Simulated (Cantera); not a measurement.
A freely propagating, adiabatic, planar premixed flame of CH₄ : CO : O₂ : N₂ = 1 : 0.54 : 1.89 : 7.11 (molar parts), equivalence ratio 1.2, unburnt at 325 K and 1950 Torr; mixture-averaged transport, grid criteria slope 0.08 and curve 0.16, no radiation.

Detailed kinetics in Cantera: GRI-Mech 3.0 (53 species, 325 reactions). Burning velocities carry a grid error of a few per cent, more on coarse grids.

Question: How do the results move with these cheaper or finer settings: unity-Lewis-number transport; multicomponent transport; multicomponent+Soret transport; grid criteria slope 0.5, curve 1; grid criteria slope 0.25, curve 0.5; grid criteria slope 0.03, curve 0.06?

Answer: 
| setting | laminar burning velocity | thermal thickness | peak x(CH₃) | peak x(CH₂O) | grid points |
|---|---|---|---|---|---|
| as above | 33.9 cm/s | 0.197 mm | 0.00206 | 0.00112 | 152 |
| unity-Lewis-number transport | 22.7 cm/s | 0.255 mm | 0.00168 | 0.000691 | 149 |
| multicomponent transport | 34.0 cm/s | 0.200 mm | 0.00207 | 0.00112 | 152 |
| multicomponent+Soret transport | 33.9 cm/s | 0.199 mm | 0.00203 | 0.00112 | 153 |
| grid criteria slope 0.5, curve 1 | 37.4 cm/s | 0.213 mm | 0.00202 | 0.00112 | 35 |
| grid criteria slope 0.25, curve 0.5 | 34.7 cm/s | 0.202 mm | 0.00205 | 0.00111 | 62 |
| grid criteria slope 0.03, curve 0.06 | 33.4 cm/s | 0.196 mm | 0.00206 | 0.00112 | 356 |
The base run took around 20 core-seconds (rough).
Unity Lewis numbers drop preferential diffusion, which matters most where H2 and H carry the flame; Soret adds thermal diffusion.
